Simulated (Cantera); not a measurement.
A Cantera script and what it prints.

```python
import numpy as np
import cantera as ct

gas_names = """
    N NO NO2 NO3 N2 N2O O O2 O3 Pb PbO Pb2
""".split()
cond_names = """
    Pb(cr) Pb(L) PbO(rd) PbO(yw) PbO(L) PbO2(s) Pb3O4(s)
""".split()


def load(file, names, dense=False):
    # The tables refer to 1 bar. Condensed volumes are neglected.
    table = {s.name: s for s in ct.Species.list_from_file(file)}
    out = []
    for n in names:
        d = dict(table[n].input_data)
        d["thermo"] = dict(d["thermo"], **{"reference-pressure": 1e5})
        if dense:
            d["equation-of-state"] = {"model": "constant-volume", "density": "1e6 g/cm^3"}
        out.append(ct.Species.from_dict(d))
    return out


gas = ct.Solution(thermo="ideal-gas", species=load("nasa_gas.yaml", gas_names))
cond = {s.name: ct.Solution(thermo="fixed-stoichiometry", species=[s], name=s.name)
        for s in load("nasa_condensed.yaml", cond_names, dense=True)}
atoms = {
    'Pb': {'Pb': 1},
    'O2': {'O': 2},
    'N2': {'N': 2},
}
top_T = {'Pb3O4(s)': 820}  # K; cautious upper limits of use, not melting points


def equilibrate(T, P, feed):
    n = {}
    for name, mol in feed.items():
        for a, k in atoms[name].items():
            n[a] = n.get(a, 0.0) + k * mol
    gas.TPX = T, P, n
    mass = sum(n.values()) * gas.mean_molecular_weight
    gas.equilibrate("TP")
    valid = [c for c in cond.values() if c.min_temp <= T <= top_T.get(c.name, c.max_temp)]
    mix = ct.Mixture([(gas, mass / gas.mean_molecular_weight)] + [(c, 0.0) for c in valid])
    mix.T, mix.P = T, P
    mix.equilibrate("TP", solver="vcs", rtol=1e-11, max_steps=5000)
    return mix


results = []
T = 450  # K
P = 9100  # Pa
for m in [0.19, 0.24, 0.3, 0.38, 0.48, 0.61, 0.77, 0.98, 1.2, 1.6, 2, 2.5]:
    feed = {'Pb': 1, 'O2': m, 'N2': 0.16}  # mol
    mix = equilibrate(T, P, feed)
    results.append((T, P, feed, dict(zip(mix.species_names, mix.species_moles))))

top = {s: max(r[3][s] / sum(r[3][g] for g in gas_names) for r in results) for s in gas_names}
cols = sorted((s for s in top if top[s] > 1e-05), key=lambda s: -top[s])[:5]
seen = [c for c in cond_names if any(r[3].get(c, 0) > 1e-12 for r in results)]
print("log10 of partial pressures in bar; condensed amounts in mol")
print(f"{'n(O2)':>10s}" + "".join(f"{s[:9]:>10s}" for s in cols + seen))
for T, P, feed, n in results:
    ng = sum(n[g] for g in gas_names)
    print(f"{feed['O2']:10.4g}" + "".join(f"{np.log10(max(n[s] / ng * P / 1e5, 1e-99)):10.3f}" for s in cols)
          + "".join(f"{n.get(c, 0):10.4g}" for c in seen))
```

Result:

```
log10 of partial pressures in bar; condensed amounts in mol
     n(O2)        N2        O2    Pb(cr)   PbO(rd)   PbO2(s)  Pb3O4(s)
      0.19    -1.041   -40.427      0.62      0.38         0         0
      0.24    -1.041   -40.427      0.52      0.48         0         0
       0.3    -1.041   -40.427       0.4       0.6         0         0
      0.38    -1.041   -40.427      0.24      0.76         0         0
      0.48    -1.041   -40.427      0.04      0.96         0         0
      0.61    -1.041    -4.715         0    0.3402         0    0.2199
      0.77    -1.175    -1.618         0         0    0.1372    0.2876
      0.98    -1.175    -1.618         0         0    0.7672   0.07761
       1.2    -1.393    -1.296         0         0         1         0
       1.6    -1.718    -1.144         0         0         1         0
         2    -1.901    -1.105         0         0         1         0
       2.5    -2.057    -1.085         0         0         1         0
```

Method: chemical equilibrium by Gibbs-energy minimisation in Cantera with the NASA 1993 tables (ideal gas, pure condensed phases).
